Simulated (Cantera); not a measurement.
Charge: 1 mol SiCl4, a varied amount of C2H4, 3 mol H2, equilibrated at 923.15 K and 58.5 Torr.

Method: chemical equilibrium by Gibbs-energy minimisation in Cantera with the NASA 1993 tables (ideal gas, pure condensed phases). Candidate condensed phases: C, C6H6, C7H8, C8H18, Si, SiC; 109 gas species. The tables' values for SiCl3 are old estimates; treat these amounts as uncertain. Kinetics and transport are ignored.

x: gas mole fraction; n: condensed amount in mol.

```tsv
n(C2H4) (mol)	x H2	x SiCl4	x HCl	x CH4	x SiHCl3	x SiCl3	x SiH2Cl2	n SiC(s)	n C(graphite)
0.032	0.705	0.220	0.0645	?	0.00859	0.000218	3.28e-5	0.0572	0
0.042	0.697	0.217	0.0758	?	0.00712	0.000182	2.29e-5	0.0708	0
0.056	0.686	0.213	0.0889	?	0.00587	0.000151	1.58e-5	0.0864	0
0.074	0.681	0.210	0.0957	0.00839	0.00532	0.000138	1.32e-5	0.0949	0.0177
0.097	0.683	0.207	0.0956	0.00846	0.00528	0.000136	1.32e-5	0.0959	0.0621
0.13	0.687	0.204	0.0955	0.00855	0.00523	0.000135	1.32e-5	0.0973	0.126
0.17	0.691	0.199	0.0953	0.00866	0.00516	0.000132	1.31e-5	0.0990	0.203
0.23	0.697	0.193	0.0950	0.00881	0.00507	0.000130	1.30e-5	0.101	0.319
```

Task: Complete the blanks.

Result: 
- 0.032, x CH4: 0.00165
- 0.042, x CH4: 0.00318
- 0.056, x CH4: 0.00614
